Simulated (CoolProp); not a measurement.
R143a along the isobar 0.513 MPa: Z from the reference equation and from simpler models built on Tc = 72.7 °C, pc = 3.762 MPa, ω = 0.261; each cubic takes its own stable root.

The numbers come from the reference Helmholtz-energy equation of state, Lemmon and Jacobsen 2000 in CoolProp.

```
T (°C)  phase  reference
------  -----  ---------
28.15     gas     0.9130
51.05     gas     0.9339
73.95     gas     0.9486
96.85     gas     0.9592
119.65    gas     0.9673
142.55    gas     0.9735
165.45    gas     0.9784
188.35    gas     0.9823
211.25    gas     0.9855
```

Problem. How far does each simpler model (Redlich-Kwong, Soave-Redlich-Kwong) lie from the reference over these 9 states: mean and median of the absolute difference, and the worst?

Solution. 
- Redlich-Kwong: mean 0.4 %, median 0.2 %, worst +1.6 % at 28.15 °C and 0.513 MPa
- Soave-Redlich-Kwong: mean 0.4 %, median 0.3 %, worst +1.1 % at 28.15 °C and 0.513 MPa
